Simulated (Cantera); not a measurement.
Feed: 1 mol TiO₂, 0.16 mol Al₂O₃, 4.8 mol O₂, at 1 atm.

Equilibrium computed with Cantera from the NASA thermochemical tables; the gas is ideal and each condensed phase is pure. Candidate condensed phases: Al, Al₂O₃, Ti, TiO, TiO₂, Ti₂O₃, Ti₃O₅, Ti₄O₇; 12 gas species. Mutual solubility and eutectic melting of coexisting phases are not modelled. Condensed phases not in the tables: mixed aluminates and titanates, alloys, solid solutions and most ternary compounds. Equilibrium is a limit: real reactors are often held back by kinetics, nucleation or transport.

log p: log10 of the partial pressure in bar; n: condensed amount in mol.

| T (K) | log p O₂ | log p O | log p TiO₂ | log p O₃ | n Al₂O₃(s) | n TiO₂(rutile) | n TiO₂(l) |
|---|---|---|---|---|---|---|---|
| 1575 | 0.01 | -4.97 | -10.98 | -8.26 | 0.160 | 1.00 | 0 |
| 1675 | 0.01 | ___ | ___ | ___ | 0.160 | 1.00 | 0 |
| 1775 | 0.01 | -4.02 | -8.68 | -7.71 | 0.160 | 1.00 | 0 |
| 1875 | 0.01 | ___ | ___ | ___ | 0.160 | 1.00 | 0 |
| 1975 | 0.01 | -3.26 | -6.87 | -7.28 | 0.160 | 1.000 | 0 |
| 2075 | 0.01 | -2.93 | -6.09 | -7.09 | 0.160 | 1.000 | 0 |
| 2175 | 0.00 | -2.64 | -5.43 | -6.92 | 0.160 | 0 | 1.000 |

Q: What belongs in the gaps?

A: 
- 1875, log p O: -3.62
- 1875, log p TiO₂: -7.72
- 1875, log p O₃: -7.48
- 1675, log p O: -4.46
- 1675, log p TiO₂: -9.76
- 1675, log p O₃: -7.97
